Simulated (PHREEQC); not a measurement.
Solution (85 °C): 37 mmol/kgw Cu(NO3)2, 19 mmol/kgw H2SO4 and 4.6 mmol/kgw Na2SO4. Closed to the air; pH follows from the charge balance.

All values are PHREEQC results (ion-association model, wateq4f.dat), not measurements.

```json
[
 {"quantity": "pH", "before": "1.74", "after": "1.77"},
 {"quantity": "ionic strength (mol/kgw)", "before": "0.136", "after": "0.0518"},
 {"quantity": "SO4-2 (mol/kgw)", "before": "0.00446", "after": "0.00438"},
 {"quantity": "NaSO4- (mol/kgw)", "before": "8.18e-5", "after": "0.000113"},
 {"quantity": "SI of Mirabilite (Na2SO4:10H2O)", "before": "-8.45", "after": "-8.24"}
]
```

Problem. Name the change that produced these shifts.
(A) Cu(NO3)2 replaced by AgNO3 at the same molality
(B) Cu(NO3)2 from 0.037 to 0.0074 mol/kgw
(C) H2SO4 from 0.019 to 0.038 mol/kgw
(D) H2SO4 replaced by Ag2SO4 at the same molality

Solution. B, Cu(NO3)2 from 0.037 to 0.0074 mol/kgw

Precipitation was switched off in this run. At this temperature some constants are extrapolated from 25 °C, and those without enthalpy data are left unchanged.
